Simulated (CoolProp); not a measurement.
Vapour-liquid equilibrium of propane (1) + n-pentane (2) at 19.05 °C; x and y are mole fractions of (1).

Values from CoolProp's multi-fluid Helmholtz-energy mixture model, Lemmon 2009 and Thol 2019; pair parameters Kunz 2012.

```tsv
x	bubble pressure, mixture model (MPa)	bubble pressure, Raoult's law (MPa)	y, mixture model	y, Raoult's law
0.05	0.09767	0.09258	0.458	0.441
0.2	0.2180	0.2068	0.782	0.789
0.35	0.3301	0.3209	0.875	0.890
0.5	0.4385	0.4351	0.921	0.937
0.65	0.5462	0.5493	0.951	0.965
0.8	0.6560	0.6635	0.974	0.984
0.95	0.7732	0.7777	0.994	0.996
```

The largest gap from Raoult's law is +5.5 % in bubble pressure, at x = 0.05. No azeotrope shows between x = 0.05 and 0.95.

Pair parameters are fitted to limited data, so mixtures are less certain than the pure fluids. The gap from Raoult's law changes sign with composition, which may be real or a fault of the pair parameters; it wasn't checked against measurements.
